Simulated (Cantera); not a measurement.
Input: 1 mol FeS2, 2.8 mol H2S, 0.26 mol CO2, held at 13.3 mbar.

These are equilibrium values from Cantera (NASA tables, ideal gas, pure condensed phases), not measurements of a reactor. Candidate condensed phases: C, C6H6, C7H8, C8H18, Fe, Fe(CO)5, FeO, Fe(OH)2, Fe(OH)3, FeS, FeSO4, FeS2, Fe2O3, Fe2(SO4)3, Fe3O4, H2O, H2SO4, S; 127 gas species. FeS: taken at fixed stoichiometry. Gases not in the tables: S3 to S7. The numbers say what is thermodynamically allowed, not how fast it happens.

Task: Which condensed phases are stable at each of these points (T (K)): 700, 725, 750, 775, 800, 825, 850, 875, 900, 925, 950, 975, 1000, 1025?

Result: 
```csv
T (K),condensed phases,Fe condensed (%)
700,FeS2(s),100.0
725,FeS2(s),100.0
750,FeS2(s),100.0
775,FeS2(s),100.0
800,FeS2(s),100.0
825,FeS(s) + FeS2(s),100.0
850,FeS(s) + FeS2(s),100.0
875,FeS(s),100.0
900,FeS(s),100.0
925,FeS(s),100.0
950,FeS(s),100.0
975,FeS(s),100.0
1000,FeS(s),100.0
1025,FeS(s),100.0
```

From 700 K to 800 K the condensed part is FeS2(s). From 825 K to 850 K the condensed part is FeS(s) + FeS2(s). From 875 K to 1025 K the condensed part is FeS(s).
